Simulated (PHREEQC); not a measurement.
Solution (25 °C): 140 mmol/kgw CdCl2, 1.2 mmol/kgw Na2SO4 and 10 mmol/kgw FeSO4. Closed to the air; pH follows from the charge balance.

Computed with PHREEQC (ion-association model, wateq4f.dat).

| quantity | before | after |
|---|---|---|
| pH | 5.37 | 5.66 |
| ionic strength (mol/kgw) | 0.188 | 0.0530 |
| Cd+2 (mol/kgw) | 0.0222 | 0.00997 |
| Fe+2 (mol/kgw) | 0.00858 | 0.00186 |
| SO4-2 (mol/kgw) | 0.00621 | 0.00134 |
| CdSO4 (mol/kgw) | 0.00358 | 0.000776 |
| SI of Melanterite (FeSO4:7H2O) | -3.08 | -4.06 |
| SI of Cd(OH)2 (Cd(OH)2) | -5.08 | -4.69 |

**Question.** Which change was made?
(A) Na2SO4 replaced by KHSO4 at the same molality
(B) Na2SO4 from 0.0012 to 0.006 mol/kgw
(C) CdCl2 replaced by CdSO4 at the same molality
(D) diluted 5-fold with water

**Answer.** D, diluted 5-fold with water

This is a speciation only: nothing precipitates in the calculation.
